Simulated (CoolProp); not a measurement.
trans-2-butene along the isotherm 525 K: density (kg/m³) from the reference equation and from simpler models built on Tc = 428.6 K, pc = 4019 kPa, ω = 0.210; each cubic takes its own stable root.

Computed with CoolProp (reference Helmholtz-energy equation of state, Lemmon 2005). It is a short technical equation, of lower accuracy than the large ones.

| p (kPa) | phase | reference |
|---|---|---|
| 2680 | gas | 39.25 |
| 5360 | supercritical | 91.97 |
| 8040 | supercritical | 162.1 |
| 10700 | supercritical | 235.7 |
| 13400 | supercritical | 291.6 |
| 16100 | supercritical | 329.4 |
| 18800 | supercritical | 356.6 |
| 21400 | supercritical | 376.8 |
| 24100 | supercritical | 393.8 |
| 26800 | supercritical | 408.1 |
| 29500 | supercritical | 420.4 |
| 32200 | supercritical | 431.2 |
| 34800 | supercritical | 440.5 |
| 37500 | supercritical | 449.2 |
| 40200 | supercritical | 457.2 |

**Question.** How far does each simpler model (ideal gas, van der Waals, Redlich-Kwong, Soave-Redlich-Kwong, Peng-Robinson) lie from the reference over these 15 states: mean and median of the absolute difference, and the worst?

**Answer.** 
- ideal gas: mean 21.7 %, median 21.3 %, worst -41.7 % at 525 K and 10700 kPa
- van der Waals: mean 14.7 %, median 17.9 %, worst -21.9 % at 525 K and 40200 kPa
- Redlich-Kwong: mean 3.4 %, median 3.8 %, worst -4.9 % at 525 K and 18800 kPa
- Soave-Redlich-Kwong: mean 7.4 %, median 7.3 %, worst -11.5 % at 525 K and 13400 kPa
- Peng-Robinson: mean 2.3 %, median 2.3 %, worst -4.8 % at 525 K and 13400 kPa
